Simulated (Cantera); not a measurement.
Input: 1 mol Si2Cl6, 0.29 mol N2, 33 mol H2, held at 5.70 Pa.

Cantera equilibrium calculation (NASA polynomials, part measured and part estimated; ideal gas, pure solids and liquids). Candidate condensed phases: NH4Cl, Si, Si3N4; 28 gas species. The feed counts by its element totals alone. Gases not in the tables: Si2H6 and higher silanes. Rates play no part.

Problem. Which condensed phases are stable at each of these points (T (°C)): 1350, 1400, 1450, 1500, 1550, 1600, 1650, 1700, 1750, 1800, 1850, 1900?

Solution. 
```json
[
 {"T (°C)": "1350", "condensed phases": "Si(s)", "Si condensed (%)": "29.6"},
 {"T (°C)": "1400", "condensed phases": "Si(s)", "Si condensed (%)": "19.6"},
 {"T (°C)": "1450", "condensed phases": "Si(l)", "Si condensed (%)": "0.7"},
 {"T (°C)": "1500", "condensed phases": "gas only", "Si condensed (%)": "0.0"},
 {"T (°C)": "1550", "condensed phases": "gas only", "Si condensed (%)": "0.0"},
 {"T (°C)": "1600", "condensed phases": "gas only", "Si condensed (%)": "0.0"},
 {"T (°C)": "1650", "condensed phases": "gas only", "Si condensed (%)": "0.0"},
 {"T (°C)": "1700", "condensed phases": "gas only", "Si condensed (%)": "0.0"},
 {"T (°C)": "1750", "condensed phases": "gas only", "Si condensed (%)": "0.0"},
 {"T (°C)": "1800", "condensed phases": "gas only", "Si condensed (%)": "0.0"},
 {"T (°C)": "1850", "condensed phases": "gas only", "Si condensed (%)": "0.0"},
 {"T (°C)": "1900", "condensed phases": "gas only", "Si condensed (%)": "0.0"}
]
```

From 1350 °C to 1400 °C the condensed part is Si(s). At 1450 °C the condensed part is Si(l). From 1500 °C to 1900 °C nothing is condensed.
